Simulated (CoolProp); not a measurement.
A Linde-Hampson liquefier for methane: isothermal reversible compression at 280 K from 1 atm to 15 MPa, throttling to 1 atm, return gas leaving the recuperator 5 K below the feed. Each further row changes one setting.

Values from CoolProp's reference Helmholtz-energy equation of state, Setzmann 1991.

| case | liquid yield per pass | compression work (kJ/kg of gas) |
|---|---|---|
| as stated | (withheld) | 682 |
| high pressure 30 MPa | (withheld) | (withheld) |
| warm-end temperature 310 K | 0.132 | 772 |
| warm-end gap 10 K | (withheld) | 682 |

Question: Fill in the missing entries.

Answer: 
- as stated, liquid yield per pass: 0.186
- high pressure 30 MPa, liquid yield per pass: 0.268
- high pressure 30 MPa, compression work (kJ/kg of gas): 763
- warm-end gap 10 K, liquid yield per pass: 0.176
